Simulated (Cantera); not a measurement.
A closed system holds: 1 mol Si₃N₄, 0.82 mol O₂, a varied amount of H₂, equilibrated at 1227 °C and 13.3 mbar.

Method: chemical equilibrium by Gibbs-energy minimisation in Cantera with the NASA 1993 tables (ideal gas, pure condensed phases). Candidate condensed phases: H₂O, Si, SiO₂, Si₂N₂O, Si₃N₄; 35 gas species. The numbers say what is thermodynamically allowed, not how fast it happens.

Problem. At 430 mol H₂, list the 4 most abundant gas species with their mole fractions, and the condensed phases.

Solution. H₂ 0.998, N₂ 0.00149, SiO 0.000650, H 0.000152. Condensed: Si₂N₂O(s).
